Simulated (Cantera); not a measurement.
Feed: 1 mol MgO, 3.5 mol HBr, 0.082 mol O2, at 1725 K and 14000 Pa.

Method: chemical equilibrium by Gibbs-energy minimisation in Cantera with the NASA 1993 tables (ideal gas, pure condensed phases). Kinetics and transport are ignored.

| species | before | after |
|---|---|---|
| HBr | 0.516 | 0.680 |
| H2O | 0.202 | 0.264 |
| Br2 | 0.00232 | 0.0565 |
| MgBr2 | 0.157 | 1.75e-6 |
| Br | 0.109 | 4.23e-5 |
| H2 | 0.0126 | 2.74e-8 |
| H | 5.58e-5 | <1e-9 |
| OH | 4.91e-5 | <1e-9 |
| MgBr | 3.92e-5 | <1e-9 |
| MgO(s), mol | 0.417 | 0.399 |
| MgBr2(s), mol | 0 | 0.601 |
Gas species are given as mole fractions.

Problem. Name the change that produced these shifts.
(A) temperature from 1725 K to 1575 K
(B) temperature from 1725 K to 725 K
(C) temperature from 1725 K to 1825 K
(D) temperature from 1725 K to 625 K

Solution. B, temperature from 1725 K to 725 K
